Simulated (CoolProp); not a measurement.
Dimethyl carbonate at several states: Z from the reference equation and from simpler models built on Tc = 283.9 °C, pc = 4909 kPa, ω = 0.346; each cubic takes its own stable root.

Computed with CoolProp (reference Helmholtz-energy equation of state, Zhou 2011).

```tsv
T (°C)	p (kPa)	phase	reference	van der Waals	Redlich-Kwong	Soave-Redlich-Kwong	Peng-Robinson
173.35	15500	liquid	0.4258	0.6707	0.4887	0.4711	0.4184
130.75	1130	liquid	0.03311	0.8271	0.03932	0.03712	0.03279
53.75	1560	liquid	0.05037	0.08658	0.05887	0.05655	0.05018
136.85	23800	liquid	0.6637	1.049	0.7536	0.7306	0.6502
322.55	48.2	gas	0.9973	0.9975	0.9972	0.9974	0.9970
```

At some of these states van der Waals gives the other phase, because its saturation line lies elsewhere.
